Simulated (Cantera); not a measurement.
A Cantera script and what it prints.

```python
import numpy as np
import cantera as ct

gas_names = [...]  # 123 gases of nasa_gas.yaml made of C, Cl, H, Si
cond_names = """
    C(gr) C6H6(L) C7H8(L) C8H18(L),n-octa Si(cr) Si(L) SiC(b)
""".split()


# ... load() reads the species with a 1 bar reference pressure and builds the phases ...
atoms = {
    'CH3Cl': {'C': 1, 'H': 3, 'CL': 1},
    'CH4': {'C': 1, 'H': 4},
    'Si': {'Si': 1},
}
top_T = {'C(gr)': 4500, 'SiC(b)': 3050}  # K; cautious upper limits of use, not melting points


# ... equilibrate(T, P, feed) seeds the gas with the atoms and calls Mixture.equilibrate('TP', solver="vcs", rtol=1e-11, max_steps=5000) ...
results = []
feed = {'CH3Cl': 1, 'CH4': 0.82, 'Si': 0.75}  # mol
P = 43000  # Pa
for T in [2000, 2250, 2500, 2750, 3000, 3250, 3500, 3750, 4000, 4250, 4500, 4750, 5000]:
    mix = equilibrate(T, P, feed)
    results.append((T, P, feed, dict(zip(mix.species_names, mix.species_moles))))
    x = sorted(zip(gas.X, gas.species_names), reverse=True)
    print(f"T = {T:g} K  P = {P:g} Pa  gas = {mix.phase_moles(0):.4g} mol")
    print("   x: " + "  ".join(f"{s} {v:.3e}" for v, s in x if v > 1e-05))
    print("   condensed (mol): " + ("  ".join(f"{mix.phase(i).name} {mix.phase_moles(i):.4g}"
          for i in range(1, mix.n_phases) if mix.phase_moles(i) > 1e-12) or "none"))
```

Output:

```
T = 2000 K  P = 43000 Pa  gas = 3.643 mol
   x: H2 7.350e-01  HCL 2.499e-01  SiCL2 1.116e-02  H 2.126e-03  C2H2,acetylene 5.646e-04  CL 5.384e-04  SiCL3 4.901e-04  CH4 9.860e-05  SiCL 3.155e-05  SiHCL3 2.838e-05  SiCL4 2.474e-05
   condensed (mol): C(gr) 1.108  SiC(b) 0.7072
T = 2250 K  P = 43000 Pa  gas = 3.662 mol
   x: H2 7.324e-01  HCL 2.349e-01  SiCL2 1.725e-02  H 9.692e-03  C2H2,acetylene 2.452e-03  CL 2.250e-03  SiCL3 3.278e-04  SiCL 3.142e-04  Si 1.716e-04  CH4 5.458e-05  SiH 3.874e-05  SiH2 3.419e-05  SiC2 1.985e-05  CH3 1.371e-05  Si2C 1.189e-05
   condensed (mol): C(gr) 1.118  SiC(b) 0.6834
T = 2500 K  P = 43000 Pa  gas = 3.731 mol
   x: H2 7.106e-01  HCL 2.134e-01  H 3.232e-02  SiCL2 2.262e-02  C2H2,acetylene 7.687e-03  CL 6.859e-03  Si 2.645e-03  SiCL 1.888e-03  SiC2 6.861e-04  SiH 3.863e-04  Si2C 3.784e-04  SiCL3 2.146e-04  SiH2 1.741e-04  C4H2 3.434e-05  CH4 3.257e-05  CH3 2.664e-05  C2HCL 2.646e-05  C2H 2.511e-05  Si2 1.692e-05
   condensed (mol): C(gr) 1.115  SiC(b) 0.6403
T = 2750 K  P = 43000 Pa  gas = 4.035 mol
   x: H2 6.291e-01  HCL 1.752e-01  H 8.275e-02  Si 2.462e-02  SiCL2 2.433e-02  C2H2,acetylene 1.770e-02  CL 1.596e-02  SiC2 1.222e-02  SiCL 7.556e-03  Si2C 6.280e-03  SiH 2.393e-03  SiH2 5.942e-04  Si2 3.741e-04  C2H 2.699e-04  C4H2 2.072e-04  SiCL3 1.227e-04  C2HCL 8.161e-05  CH3 3.956e-05  C3 3.924e-05  SiC 3.560e-05  C2H2,vinylidene 2.967e-05  Si3 2.416e-05  CH4 1.778e-05  CH2 1.151e-05
   condensed (mol): C(gr) 1.14  SiC(b) 0.406
T = 3000 K  P = 43000 Pa  gas = 4.735 mol
   x: H2 4.741e-01  H 1.658e-01  HCL 1.443e-01  Si 6.077e-02  SiC2 5.125e-02  CL 3.436e-02  C2H2,acetylene 2.949e-02  SiCL2 1.121e-02  SiCL 9.786e-03  Si2C 9.602e-03  SiH 3.832e-03  C2H 1.773e-03  C4H2 7.655e-04  Si2 7.285e-04  C3 7.255e-04  SiH2 5.297e-04  SiC 2.274e-04  C2HCL 2.016e-04  C 1.179e-04  C2H2,vinylidene 9.300e-05  C2 7.370e-05  CH3 4.177e-05  SiCL3 3.570e-05  CH2 3.396e-05  Si3 2.621e-05  CH 2.390e-05  C6H2 2.108e-05  C5 1.328e-05
   condensed (mol): C(gr) 0.9615
T = 3250 K  P = 43000 Pa  gas = 5.357 mol
   x: H2 3.380e-01  H 2.846e-01  HCL 1.130e-01  SiC2 7.082e-02  CL 6.385e-02  Si 5.402e-02  C2H2,acetylene 4.102e-02  C3 8.423e-03  C2H 8.244e-03  SiCL 4.875e-03  Si2C 2.346e-03  SiCL2 2.260e-03  SiH 2.243e-03  C4H2 2.078e-03  C 1.057e-03  C2 8.990e-04  SiC 4.490e-04  C2HCL 3.980e-04  C5 3.100e-04  C2H2,vinylidene 2.196e-04  Si2 2.187e-04  SiH2 1.799e-04  CH 1.238e-04  C6H2 1.124e-04  CH2 7.647e-05  C4 5.522e-05  CH3 3.759e-05  CCL 1.350e-05  C3H3,propargyl 1.010e-05
   condensed (mol): C(gr) 0.3018
T = 3500 K  P = 43000 Pa  gas = 6.231 mol
   x: H 4.247e-01  H2 2.224e-01  CL 8.760e-02  HCL 6.915e-02  Si 5.733e-02  SiC2 5.615e-02  C3 2.512e-02  C2H2,acetylene 2.459e-02  C2H 1.478e-02  C 4.957e-03  C2 3.922e-03  SiCL 2.532e-03  SiH 1.557e-03  C4H2 1.132e-03  C5 8.661e-04  Si2C 6.918e-04  SiC 6.739e-04  SiCL2 4.355e-04  CH 3.404e-04  C2HCL 2.763e-04  C4 2.097e-04  C2H2,vinylidene 2.062e-04  Si2 1.072e-04  CH2 9.630e-05  SiH2 7.348e-05  C6H2 5.613e-05  CCL 3.422e-05  CH3 2.027e-05  Si+ 1.595e-05  CL- 1.084e-05
   condensed (mol): none
T = 3750 K  P = 43000 Pa  gas = 7.184 mol
   x: H 5.474e-01  H2 1.282e-01  CL 1.013e-01  Si 6.721e-02  HCL 3.613e-02  C3 3.346e-02  SiC2 3.301e-02  C 1.520e-02  C2H 1.441e-02  C2 9.060e-03  C2H2,acetylene 8.464e-03  SiCL 1.400e-03  SiH 1.149e-03  SiC 8.548e-04  C5 7.055e-04  CH 5.986e-04  C4 2.784e-04  Si2C 2.392e-04  C4H2 2.318e-04  C2H2,vinylidene 1.043e-04  C2HCL 1.040e-04  SiCL2 8.961e-05  CH2 7.818e-05  Si2 7.150e-05  CCL 5.400e-05  Si+ 3.648e-05  SiH2 3.115e-05  CL- 1.727e-05  Electron 1.694e-05
   condensed (mol): none
T = 4000 K  P = 43000 Pa  gas = 8.019 mol
   x: H 6.193e-01  CL 1.066e-01  Si 7.432e-02  H2 6.490e-02  C 3.672e-02  C3 3.199e-02  HCL 1.716e-02  SiC2 1.642e-02  C2 1.548e-02  C2H 1.049e-02  C2H2,acetylene 2.249e-03  SiC 9.164e-04  CH 8.054e-04  SiH 7.652e-04  SiCL 7.420e-04  C5 3.614e-04  C4 2.417e-04  Si2C 7.945e-05  Si+ 7.754e-05  CCL 6.751e-05  Electron 4.976e-05  CH2 4.832e-05  Si2 4.635e-05  C2H2,vinylidene 3.864e-05  C4H2 3.213e-05  C2HCL 3.056e-05  CL- 2.245e-05  SiCL2 1.851e-05  SiH2 1.157e-05
   condensed (mol): none
T = 4250 K  P = 43000 Pa  gas = 8.678 mol
   x: H 6.452e-01  CL 1.068e-01  Si 7.756e-02  C 7.207e-02  H2 3.104e-02  C3 2.248e-02  C2 2.017e-02  HCL 7.943e-03  SiC2 6.894e-03  C2H 6.008e-03  CH 8.811e-04  SiC 8.371e-04  C2H2,acetylene 4.959e-04  SiH 4.763e-04  SiCL 3.865e-04  Si+ 1.545e-04  C4 1.411e-04  Electron 1.211e-04  C5 1.191e-04  CCL 7.080e-05  Si2 2.879e-05  CL- 2.523e-05  CH2 2.480e-05  Si2C 2.475e-05  C2H2,vinylidene 1.139e-05
   condensed (mol): none
T = 4500 K  P = 43000 Pa  gas = 9.185 mol
   x: H 6.459e-01  C 1.145e-01  CL 1.048e-01  Si 7.782e-02  C2 1.940e-02  H2 1.501e-02  C3 1.090e-02  HCL 3.784e-03  C2H 2.687e-03  SiC2 2.347e-03  CH 8.036e-04  SiC 6.497e-04  SiH 2.910e-04  Si+ 2.898e-04  Electron 2.553e-04  SiCL 2.045e-04  C2H2,acetylene 9.185e-05  CCL 6.304e-05  C4 5.071e-05  CL- 2.603e-05  C5 2.241e-05  Si2 1.757e-05  CH2 1.112e-05
   condensed (mol): none
T = 4750 K  P = 43000 Pa  gas = 9.519 mol
   x: H 6.407e-01  C 1.485e-01  CL 1.029e-01  Si 7.687e-02  C2 1.376e-02  H2 7.683e-03  C3 3.592e-03  HCL 1.927e-03  C2H 9.510e-04  SiC2 6.486e-04  CH 6.281e-04  Si+ 5.171e-04  Electron 4.854e-04  SiC 4.363e-04  SiH 1.824e-04  SiCL 1.136e-04  CCL 4.858e-05  CL- 2.589e-05  C2H2,acetylene 1.467e-05  C4 1.096e-05  Si2 1.094e-05
   condensed (mol): none
T = 5000 K  P = 43000 Pa  gas = 9.693 mol
   x: H 6.375e-01  C 1.672e-01  CL 1.020e-01  Si 7.586e-02  C2 8.016e-03  H2 4.225e-03  HCL 1.059e-03  C3 9.367e-04  Si+ 8.838e-04  Electron 8.561e-04  CH 4.496e-04  C2H 2.971e-04  SiC 2.708e-04  SiC2 1.619e-04  SiH 1.198e-04  SiCL 6.719e-05  CCL 3.444e-05  CL- 2.548e-05
   condensed (mol): none
```

Equilibrium computed with Cantera from the NASA thermochemical tables; the gas is ideal and each condensed phase is pure. The tables' values for SiCl, SiCl3, CCl are old estimates; treat these amounts as uncertain. Gases not in the tables: Si2H6 and higher silanes.
